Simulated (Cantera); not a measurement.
An adiabatic, constant-volume homogeneous reactor starts with CH₄ : O₂ : N₂ : H₂O = 1 : 5.71 : 21.5 : 1.8 (molar parts), equivalence ratio 0.35, at 1775 K and 1.00 atm. Integrator tolerance rtol = 1e-08.

Detailed kinetics in Cantera: GRI-Mech 3.0 (53 species, 325 reactions).

What does this change do: CH4 1 to 2.4 parts?


```tsv
quantity	before	after
time of steepest temperature rise	0.115 ms	0.122 ms
temperature at 2.00 s	2472 K	2857 K
equilibrium temperature	2472 K	2857 K
x(CH₄) at 2.00 s	<1e-12 (gas-phase equilibrium <1e-12)	<1e-12 (gas-phase equilibrium <1e-12)
x(O₂) at 2.00 s	0.113 (gas-phase equilibrium 0.113)	0.0359 (gas-phase equilibrium 0.0359)
x(H₂O) at 2.00 s	0.118 (gas-phase equilibrium 0.118)	0.164 (gas-phase equilibrium 0.164)
x(HCO) at 2.00 s	3.79e-10 (gas-phase equilibrium 3.79e-10)	5.03e-8 (gas-phase equilibrium 5.03e-8)
x(CH₃) at 2.00 s	<1e-12 (gas-phase equilibrium <1e-12)	<1e-12 (gas-phase equilibrium <1e-12)
x(C₂H₄) at 2.00 s	<1e-12 (gas-phase equilibrium <1e-12)	<1e-12 (gas-phase equilibrium <1e-12)
x(CO₂) at 2.00 s	0.0306 (gas-phase equilibrium 0.0306)	0.0410 (gas-phase equilibrium 0.0410)
```

What does this change do: pressure from 1.00 atm to 25.7 atm?


```csv
quantity,before,after
time of steepest temperature rise,0.115 ms,7.64 µs
temperature at 2.00 s,2472 K,2542 K
equilibrium temperature,2472 K,2542 K
x(CH₄) at 2.00 s,<1e-12 (gas-phase equilibrium <1e-12),<1e-12 (gas-phase equilibrium <1e-12)
x(O₂) at 2.00 s,0.113 (gas-phase equilibrium 0.113),0.113 (gas-phase equilibrium 0.113)
x(H₂O) at 2.00 s,0.118 (gas-phase equilibrium 0.118),0.123 (gas-phase equilibrium 0.123)
x(HCO) at 2.00 s,3.79e-10 (gas-phase equilibrium 3.79e-10),3.76e-10 (gas-phase equilibrium 3.76e-10)
x(CH₃) at 2.00 s,<1e-12 (gas-phase equilibrium <1e-12),<1e-12 (gas-phase equilibrium <1e-12)
x(C₂H₄) at 2.00 s,<1e-12 (gas-phase equilibrium <1e-12),<1e-12 (gas-phase equilibrium <1e-12)
x(CO₂) at 2.00 s,0.0306 (gas-phase equilibrium 0.0306),0.0325 (gas-phase equilibrium 0.0325)
```
The pressure lies above the range GRI-Mech 3.0 was tuned for (to about 10 atm).
